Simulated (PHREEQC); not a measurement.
Dissolve 0.0087 mol/kgw KH2PO4 and 0.0154 mol/kgw Na2CO3 at 20 °C. Closed to the air; pH follows from the charge balance.

All values are PHREEQC results (ion-association model, wateq4f.dat), not measurements.

This is a speciation only: nothing precipitates in the calculation.

Problem. Order these C species by the share of C that they hold, largest first: CO3-2, NaCO3-, HCO3-, NaHCO3.

Solution. HCO3- (57 %), CO3-2 (36 %), NaCO3- (7.0 %), NaHCO3 (0.63 %)

The pH is 9.93 and the ionic strength 0.0521 mol/kgw. H3PO4, which wateq4f.dat lacks, is added to it with the constant of phreeqc.dat.
